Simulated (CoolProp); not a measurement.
Vapour-liquid equilibrium of propylene (1) + R115 (2) at 299 kPa; x and y are mole fractions of (1).

The numbers come from the multi-fluid Helmholtz-energy mixture model, Lemmon 2013 and Lemmon 2016; pair parameters Bell 2016 in CoolProp.

| x | bubble temperature, mixture model (K) | bubble temperature, Raoult's law (K) | y, mixture model | y, Raoult's law |
|---|---|---|---|---|
| 0.05 | 259.3 | 260.9 | 0.110 | 0.067 |
| 0.125 | 256.6 | 260.2 | 0.245 | 0.162 |
| 0.2 | 254.5 | 259.4 | 0.349 | 0.253 |
| 0.275 | 252.9 | 258.7 | 0.431 | 0.340 |
| 0.35 | 251.7 | 258.0 | 0.495 | 0.423 |
| 0.425 | 250.8 | 257.3 | 0.548 | 0.502 |
| 0.5 | 250.2 | 256.7 | 0.594 | 0.577 |
| 0.575 | 249.8 | 256.0 | 0.634 | 0.649 |
| 0.65 | 249.6 | 255.4 | 0.674 | 0.718 |
| 0.725 | 249.5 | 254.7 | 0.716 | 0.783 |
| 0.8 | 249.7 | 254.1 | 0.764 | 0.846 |
| 0.875 | 250.2 | 253.5 | 0.827 | 0.906 |
| 0.95 | 251.3 | 252.9 | 0.916 | 0.963 |

The largest gap from Raoult's law is -6.5 K in bubble temperature, at x = 0.425. y crosses x between x = 0.65 and 0.725: the model has an azeotrope there.

The pair parameters rest on a limited set of measurements; away from them the model extrapolates.
